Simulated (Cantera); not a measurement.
Feed: 1 mol Pb, 0.075 mol CO, 41 mol H2, held at 0.0730 bar.

These are equilibrium values from Cantera (NASA tables, ideal gas, pure condensed phases), not measurements of a reactor. Candidate condensed phases: C, C6H6, C7H8, C8H18, H2O, Pb, PbO, PbO2, Pb3O4; 113 gas species. The numbers say what is thermodynamically allowed, not how fast it happens.

### Question
At 1227 °C, list the 4 most abundant gas species with their mole fractions, and the condensed phases.

### Answer
H2 0.974, Pb 0.0238, CO 0.00178, H 6.43e-5. Condensed: gas only.
